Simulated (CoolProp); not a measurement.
Properties of ethanol along the isobar 1.35 MPa.

Model: reference Helmholtz-energy equation of state, Schroeder 2014, in CoolProp.

```tsv
T (K)	phase	viscosity (µPa s)	conductivity (mW/(m K))
241.2	liquid	4010	179
251.7	liquid	3050	175
262.2	liquid	2350	172
272.6	liquid	1850	170
283.1	liquid	1480	167
293.6	liquid	1190	165
304.1	liquid	975	163
314.6	liquid	806	161
325.1	liquid	673	159
335.5	liquid	568	158
346	liquid	483	156
356.5	liquid	414	154
367	liquid	357	153
377.5	liquid	310	151
```

Viscosity comes from a separate model (Kiselev 2005). Thermal conductivity comes from a separate model (Assael 2013).
